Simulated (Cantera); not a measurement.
Input: 1 mol SiC, 0.0079 mol O2, 82 mol H2, at 16.0 mbar.

Equilibrium computed with Cantera from the NASA thermochemical tables; the gas is ideal and each condensed phase is pure. Candidate condensed phases: C, C6H6, C7H8, C8H18, H2O, Si, SiC, SiO2; 123 gas species. Mutual solubility and eutectic melting of coexisting phases are not modelled. The tables hold silica as quartz up to 1696 K and as liquid above; real silica turns to tridymite and cristobalite and melts near 1996 K. Gases not in the tables: Si2H6 and higher silanes. Rates play no part.

Q: Which condensed phases are stable at each of these points (T (°C)): 850, 950, 1050, 1150, 1250, 1350, 1450, 1550, 1650, 1750, 1850, 1950?

A: 
```json
[
 {"T (°C)": "850", "condensed phases": "SiC(s) + SiO2(β-quartz)", "Si condensed (%)": "100.0"},
 {"T (°C)": "950", "condensed phases": "SiC(s) + SiO2(β-quartz)", "Si condensed (%)": "99.9"},
 {"T (°C)": "1050", "condensed phases": "SiC(s)", "Si condensed (%)": "99.2"},
 {"T (°C)": "1150", "condensed phases": "SiC(s)", "Si condensed (%)": "99.2"},
 {"T (°C)": "1250", "condensed phases": "SiC(s)", "Si condensed (%)": "99.2"},
 {"T (°C)": "1350", "condensed phases": "SiC(s)", "Si condensed (%)": "99.2"},
 {"T (°C)": "1450", "condensed phases": "SiC(s)", "Si condensed (%)": "99.1"},
 {"T (°C)": "1550", "condensed phases": "SiC(s)", "Si condensed (%)": "98.8"},
 {"T (°C)": "1650", "condensed phases": "SiC(s)", "Si condensed (%)": "98.1"},
 {"T (°C)": "1750", "condensed phases": "SiC(s)", "Si condensed (%)": "95.3"},
 {"T (°C)": "1850", "condensed phases": "SiC(s)", "Si condensed (%)": "86.1"},
 {"T (°C)": "1950", "condensed phases": "SiC(s)", "Si condensed (%)": "58.1"}
]
```

From 850 °C to 950 °C the condensed part is SiC(s) + SiO2(β-quartz). From 1050 °C to 1950 °C the condensed part is SiC(s).
